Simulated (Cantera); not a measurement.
Charge: 1 mol CaO, 5.6 mol F2, 1.6 mol O2, equilibrated at 1048 K and 4.00 Pa.

These are equilibrium values from Cantera (NASA tables, ideal gas, pure condensed phases), not measurements of a reactor. Candidate condensed phases: Ca, CaF2, CaO; 13 gas species. Equilibrium is a limit: real reactors are often held back by kinetics, nucleation or transport.

Base state: F 0.813, O2 0.186, F2 0.00111 (mole fractions); condensed: CaF2(s).

### Question
What changes in the equilibrium state with this change: pressure from 4.00 Pa to 0.133 bar?

### Answer
| species | before | after |
|---|---|---|
| F2 | 0.00111 | 0.448 |
| F | 0.813 | 0.283 |
| O2 | 0.186 | 0.269 |
| FO2 | 3.28e-8 | 5.51e-5 |
| CaF2(s), mol | 1.00 | 1.00 |

### Question
What changes in the equilibrium state with this change: temperature from 1048 K to 698 K?

### Answer
```tsv
species	before	after
F2	0.00111	0.550
O2	0.186	0.288
F	0.813	0.162
CaF2(s), mol	1.00	1.00
```

### Question
What changes in the equilibrium state with this change: temperature from 1048 K to 1748 K?

### Answer
| species | before | after |
|---|---|---|
| F | 0.813 | 0.746 |
| O2 | 0.186 | 0.168 |
| CaF2 | 3.27e-8 | 0.0811 |
| O | 4.32e-8 | 0.00475 |
| F2 | 0.00111 | 4.46e-7 |
| CaF2(s), mol | 1.00 | 0 |
